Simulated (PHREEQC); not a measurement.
Make-up at 20 °C: 0.26 mol/kgw TMAH, 0.00042 mol/kgw H4SiO4 and 0.0098 mol/kgw (CH3)4NCl. Closed to the air; pH follows from the charge balance.

Model: ion-association model, wateq4f.dat, run in PHREEQC.

Question: The ionic strength comes out as 0.270 mol/kgw. What activity coefficients do OH-, Cl-, H3SiO4-, H2SiO4-2 get?

Answer: OH- 0.68, Cl- 0.69, H3SiO4- 0.70, H2SiO4-2 0.28.

This is a speciation only: nothing precipitates in the calculation. Complexes and solids missing from the database can't appear. (CH3)4N+ isn't in the database: it is added as a free cation with an ion size of 4 Å.
